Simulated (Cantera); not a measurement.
Cantera run, input and output.

```python
import numpy as np
import cantera as ct

gas = ct.Solution("gri30.yaml")


def delay(T, t_max=10):
    gas.TPX = T, 130000, {'CH3OH': 1, 'O2': 2.78, 'N2': 10.4}
    reactor = ct.IdealGasReactor(gas, clone=False)
    net = ct.ReactorNet([reactor])
    net.rtol, net.atol = 1e-8, 1e-16
    while net.time < t_max:
        t_old, T_old = net.time, reactor.T
        net.step()
        if reactor.T > T + 400:  # ignition: a rise of 400 K
            return t_old + (T + 400 - T_old) / (reactor.T - T_old) * (net.time - t_old)
    return np.nan


taus = []
for T in [1048, 1123, 1198, 1273, 1348, 1423, 1498]:
    taus.append(delay(T))
    print(f"T0 = {T:6g} K   tau = {taus[-1]:.4e} s")
```

Result:

```
T0 =   1048 K   tau = 1.5327e-01 s
T0 =   1123 K   tau = 3.3060e-02 s
T0 =   1198 K   tau = 8.7289e-03 s
T0 =   1273 K   tau = 2.7457e-03 s
T0 =   1348 K   tau = 1.0078e-03 s
T0 =   1423 K   tau = 4.2390e-04 s
T0 =   1498 K   tau = 2.0049e-04 s
```

Detailed kinetics in Cantera: GRI-Mech 3.0 (53 species, 325 reactions). GRI-Mech 3.0 was tuned for natural gas; its chemistry of methanol as a main component is partial and can be far from experiment.
